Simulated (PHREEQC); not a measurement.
**Brine: speciation**

Consider water at 25 °C with 2.4 mol LiCl, 0.11 mol CaCl2 and 0.085 mol HCl per kg of water. Closed to the air; pH follows from the charge balance.

The numbers come from PHREEQC with the Pitzer model, pitzer.dat.

Precipitation was switched off in this run.

### Question
Estimate the pH, osmotic coefficient.

### Answer
pH 0.71; osmotic coefficient 1.238.

In brines, pH and single-ion activities rest on the MacInnes convention.
